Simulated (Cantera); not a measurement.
A closed system holds: 1 mol Si3N4, 0.3 mol C, 0.19 mol H2, equilibrated at 1325 °C and 1.70 mbar.

These are equilibrium values from Cantera (NASA tables, ideal gas, pure condensed phases), not measurements of a reactor. Candidate condensed phases: C, C6H6, C7H8, C8H18, Si, SiC, Si3N4; 105 gas species. Mutual solubility and eutectic melting of coexisting phases are not modelled. Equilibrium is a limit: real reactors are often held back by kinetics, nucleation or transport.

Task: What is the equilibrium state?

Result: 
```json
{
 "x(N2)": "0.513",
 "x(H2)": "0.486",
 "x(H)": "0.000902",
 "x(Si)": "2.65e-5",
 "x(HCN)": "2.20e-5",
 "x(SiH)": "1.67e-6",
 "x(SiH2)": "1.14e-6",
 "n(SiC(s))": "0.300 mol",
 "n(Si3N4(s))": "0.900 mol",
 "gas_amount": "0.3902 mol",
 "log10 activity of Si(s) (absent)": "-0.32",
 "log10 activity of C(graphite) (absent)": "-1.66"
}
```
